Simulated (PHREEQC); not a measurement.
Consider water at 25 °C with 0.0013 mol/kgw NH4Cl, 0.03 mol/kgw K2HPO4 and 0.0029 mol/kgw KCl. Closed to the air; pH follows from the charge balance.

Model: ion-association model, wateq4f.dat, run in PHREEQC.

Question: The ionic strength comes out as 0.0911 mol/kgw. What activity coefficients do PO4-3, K+, NH4+, HPO4-2, H2PO4- get?

Answer: PO4-3 0.12, K+ 0.77, NH4+ 0.79, HPO4-2 0.39, H2PO4- 0.79.

Precipitation was switched off in this run. H3PO4, which wateq4f.dat lacks, is added to it with the constant of phreeqc.dat.
